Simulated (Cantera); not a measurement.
A closed system holds: 1 mol Cu, 2.1 mol CO, equilibrated at 1348 K and 22.0 bar.

These are equilibrium values from Cantera (NASA tables, ideal gas, pure condensed phases), not measurements of a reactor. Candidate condensed phases: C, Cu, CuO, Cu2O; 15 gas species. The numbers say what is thermodynamically allowed, not how fast it happens.

### Question
What is the equilibrium state?

### Answer
* **x(CO)**: 0.942
* **x(CO2)**: 0.0582
* **n(C(graphite))**: 0.115 mol
* **n(Cu(s))**: 1.00 mol
* **gas amount**: 1.985 mol
